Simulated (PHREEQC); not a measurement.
1 kg of water holding 0.21 mol/kgw K2CO3, 0.0089 mol/kgw K2SO4 and 0.4 mol/kgw KHCO3 is evaporated at 25 °C; the solids stay in contact with the brine. CO2 from the air is kept out. Only these solids could form: Arcanite, Kalicinite, Misenite.

The series has 17 steps of water left (kg), from 1 to 0.04335.

The numbers come from PHREEQC with the Pitzer model, pitzer.dat.

Question: Which solids form, in which order, and at which step of the series does each first stand?

Answer: Kalicinite from water left = 0.1407 kg (pH 9.51); Arcanite from water left = 0.1156 kg (pH 9.70).
